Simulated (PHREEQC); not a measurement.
A solution holds 0.04 mol/kgw AlCl3, at 20 °C. It is in equilibrium with CO2 at log p = -1 (atm). Otherwise closed; pH follows from the charge balance.

The numbers come from PHREEQC with the ion-association model, phreeqc.dat.

### Question
The ionic strength comes out as 0.239 mol/kgw. What activity coefficients do Al(OH)2+, HCO3-, H+, Al+3, AlOH+2 get?

### Answer
Al(OH)2+ 0.74, HCO3- 0.74, H+ 0.79, Al+3 0.12, AlOH+2 0.30.

Precipitation was switched off in this run. Complexes and solids missing from the database can't appear.
